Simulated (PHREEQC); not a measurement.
Make-up at 20 °C: 0.094 mol/kgw H2SO4, 0.0012 mol/kgw CaCl2, 0.3 mol/kgw MgCl2 and 0.074 mol/kgw NH4Br. Closed to the air; pH follows from the charge balance.

Equilibrium calculation in PHREEQC: ion-association model, wateq4f.dat.

Precipitation was switched off in this run.

Task: Order these S species by the share of S that they hold, largest first: CaSO4, NH4SO4-, MgSO4, SO4-2, HSO4-.

Result: HSO4- (43 %), MgSO4 (36 %), SO4-2 (18 %), NH4SO4- (3.1 %), CaSO4 (0.10 %)

The pH is 0.96 and the ionic strength 1.04 mol/kgw. Ionic strength above about 0.7 mol/kgw puts this run outside the model's range.
